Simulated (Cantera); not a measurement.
**Transport properties of process gases**

Gas mixture: 68.2 % O₂, 31.8 % CO₂, at 750 Torr, frozen composition.

Cantera's kinetic-theory transport with the Lennard-Jones parameters of GRI-Mech 3.0, ideal gas; thermal conductivity in the multicomponent form.

```tsv
T (K)	ρ (kg/m³)	cp (J/kg/K)	μ (µPa s)	λ (mW/m/K)	Pr	D (cm²/s) N₂	D (cm²/s) H₂O	D (cm²/s) CH₄
400	1.08	940.0	23.3	30.8	0.713	0.320	0.359	0.350
500	0.862	988.0	27.7	38.3	0.716	0.471	0.552	0.519
600	0.718	1031	31.7	45.6	0.717	0.645	0.778	0.713
700	0.615	1069	35.4	52.7	0.719	0.838	1.03	0.929
800	0.539	1099	38.9	59.4	0.719	1.05	1.32	1.17
900	0.479	1125	42.2	65.9	0.720	1.28	1.63	1.42
1000	0.431	1147	45.3	72.2	0.720	1.53	1.96	1.70
1100	0.392	1164	48.4	78.1	0.721	1.79	2.32	2.00
```
D: mixture-averaged diffusion coefficient of that species in the mixture.
